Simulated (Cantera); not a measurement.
Cantera run:

```python
import numpy as np
import cantera as ct

gas_names = """
    SO2 SiC2 O2 CS2 Si
""".split()
cond_names = """

""".split()


# ... load() reads the species with a 1 bar reference pressure and builds the phases ...
species = {s.name: s for s in load("nasa_gas.yaml", gas_names) + load("nasa_condensed.yaml", cond_names)}
# Each term lists the table entries of one substance; the one whose range holds T is used.
reactions = {
    '4 SO2(g) + SiC2(g) = 4 O2(g) + 2 CS2(g) + Si(g)':
        [(-4, ['SO2']), (-1, ['SiC2']), (4, ['O2']), (2, ['CS2']), (1, ['Si'])],
}


def pick(names, T):
    return next(species[n] for n in names if species[n].thermo.min_temp <= T <= species[n].thermo.max_temp)


results = []
for label, terms in reactions.items():
    print(label)
    print("     T/K   dH/kJ  dS/(J/K)   dG/kJ   log10 K")
    for T in [300, 2823, 2848, 2873, 2898, 2923, 2948, 2973, 2998]:
        used = [(nu, pick(names, T)) for nu, names in terms]
        dH = sum(nu * s.thermo.h(T) for nu, s in used) / 1e6
        dS = sum(nu * s.thermo.s(T) for nu, s in used) / 1e3
        dG = dH - T * dS / 1e3
        logK = -dG * 1e6 / (ct.gas_constant * T * np.log(10))
        results.append((label, T, dH, dS, dG, logK, [s.name for _, s in used]))
        print(f"{T:8g} {dH:8.1f} {dS:8.1f} {dG:8.1f} {logK:8.2f}")
```

Result:

```
4 SO2(g) + SiC2(g) = 4 O2(g) + 2 CS2(g) + Si(g)
     T/K   dH/kJ  dS/(J/K)   dG/kJ   log10 K
     300   1256.2    235.2   1185.7  -206.44
    2823   1270.9    254.0    553.9   -10.25
    2848   1271.0    254.0    547.5   -10.04
    2873   1271.2    254.1    541.2    -9.84
    2898   1271.4    254.2    534.8    -9.64
    2923   1271.6    254.2    528.5    -9.44
    2948   1271.7    254.3    522.1    -9.25
    2973   1271.9    254.3    515.8    -9.06
    2998   1272.1    254.4    509.4    -8.88
```

Cantera with NASA thermochemical tables; ideal gases at 1 bar, condensed phases pure. Condensed species are held in their standard states even where they would react or evaporate.
